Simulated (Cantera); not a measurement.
Mixture: CH₄ : H₂ : O₂ : N₂ = 1 : 0.74 : 2.79 : 6.97 (molar parts), at 0.890 bar, adiabatic and at constant pressure. Ignition delay is the time to a rise of 400 K.

Detailed kinetics in Cantera: GRI-Mech 3.0 (53 species, 325 reactions).

Problem. Predict: delay at 1098 K; delay at 1148 K; delay at 1198 K; delay at 1248 K; delay at 1298 K; delay at 1348 K; delay at 1398 K; apparent activation energy between 1298 and 1398 K.

Solution. 
```json
{
  "delay at 1098 K": "2.48 ms",
  "delay at 1148 K": "1.55 ms",
  "delay at 1198 K": "0.996 ms",
  "delay at 1248 K": "0.662 ms",
  "delay at 1298 K": "0.453 ms",
  "delay at 1348 K": "0.319 ms",
  "delay at 1398 K": "0.231 ms",
  "apparent activation energy between 1298 and 1398 K": "100 kJ/mol"
}
```
